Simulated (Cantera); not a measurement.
A perfectly stirred reactor is fed with CH4 : N2 = 1 : 150 (molar parts), at 0.0263 atm; it is held at 1600 K, and followed from long to short residence time.

Cantera simulation using GRI-Mech 3.0 (53 species, 325 reactions); the numbers are that mechanism's predictions, not measurements. GRI-Mech 3.0 stops at C3 and has no aromatics, soot or wall deposition, so with more carbon than oxygen in the feed, carbon stays in small species such as C2H2 where larger ones or solid carbon would form. Radical loss at walls, strong at low pressure, is not modelled.

What does this change do: temperature 1600 to 1200 K?


```csv
quantity,before,after
x(CH4) at τ = 0.470 s,0.00497,0.00662
x(C2H4) at τ = 0.470 s,0.000142,1.06e-11
x(HCN) at τ = 0.470 s,1.15e-7,<1e-12
x(CH2) at τ = 0.470 s,1.01e-7,<1e-12
x(C2H6) at τ = 0.470 s,1.49e-6,5.81e-11
x(CH4) at τ = 61.0 ms,0.00656,0.00662
x(C2H4) at τ = 61.0 ms,8.38e-6,<1e-12
x(HCN) at τ = 61.0 ms,1.12e-10,<1e-12
x(CH2) at τ = 61.0 ms,1.16e-8,<1e-12
x(C2H6) at τ = 61.0 ms,1.83e-7,<1e-12
```

What does this change do: N2 150 to 38 parts?


| quantity | before | after |
|---|---|---|
| x(CH4) at τ = 0.470 s | 0.00497 | 0.0175 |
| x(C2H4) at τ = 0.470 s | 0.000142 | 0.000490 |
| x(HCN) at τ = 0.470 s | 1.15e-7 | 1.29e-7 |
| x(CH2) at τ = 0.470 s | 1.01e-7 | 1.63e-7 |
| x(C2H6) at τ = 0.470 s | 1.49e-6 | 7.36e-6 |
| x(CH4) at τ = 61.0 ms | 0.00656 | 0.0251 |
| x(C2H4) at τ = 61.0 ms | 8.38e-6 | 0.000113 |
| x(HCN) at τ = 61.0 ms | 1.12e-10 | 2.57e-10 |
| x(CH2) at τ = 61.0 ms | 1.16e-8 | 4.10e-8 |
| x(C2H6) at τ = 61.0 ms | 1.83e-7 | 2.58e-6 |
